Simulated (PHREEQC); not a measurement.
# Hard or scaling water: an equilibrium model

Solution (64 °C): 29 mmol/kgw MgCl2, 0.054 mmol/kgw CO2 and 44 mmol/kgw KCl. Closed to the air; pH follows from the charge balance.

All values are PHREEQC results (Pitzer model, pitzer.dat), not measurements.

Each row changes one thing in this solution. Precipitation was switched off in this run.

```
case                                    pH  CO2 (mol/kgw)  HCO3- (mol/kgw)  MgOH+ (mol/kgw)  MgCO3 (mol/kgw)  CO3-2 (mol/kgw)  SI of Magnesite (MgCO3)  SI of Bischofite (MgCl2:6H2O)
------------------------------------  ----  -------------  ---------------  ---------------  ---------------  ---------------  -----------------------  -----------------------------
as made                               5.28        4.73e-5          6.70e-6          6.75e-8         9.55e-10         3.04e-10                    -4.24                          -8.38
temperature from 64 to 80 °C          5.30        4.76e-5          6.40e-6          1.93e-7          1.18e-9         3.21e-10                    -4.22                            [?]
CO2 from 5.4e-05 to 0.000108 mol/kgw  5.12        9.83e-5          9.69e-6          4.70e-8         9.63e-10         3.06e-10                    -4.24                          -8.38
CO2 from 5.4e-05 to 5.94e-05 mol/kgw  5.26        5.23e-5          7.05e-6          6.42e-8         9.57e-10         3.04e-10                    -4.24                          -8.38
KCl left out                          5.28        4.75e-5          6.51e-6          7.97e-8          1.11e-9         2.64e-10                    -4.18                            [?]
KCl from 0.044 to 0.0396 mol/kgw      5.28        4.73e-5          6.68e-6          6.85e-8         9.67e-10         3.00e-10                    -4.24                            [?]
```

### Question
Complete the blanks.

### Answer

- temperature from 64 to 80 °C, SI of Bischofite (MgCl2:6H2O): -8.22
- KCl left out, SI of Bischofite (MgCl2:6H2O): -8.77
- KCl from 0.044 to 0.0396 mol/kgw, SI of Bischofite (MgCl2:6H2O): -8.41

Constants without temperature data keep their 25 °C values here.
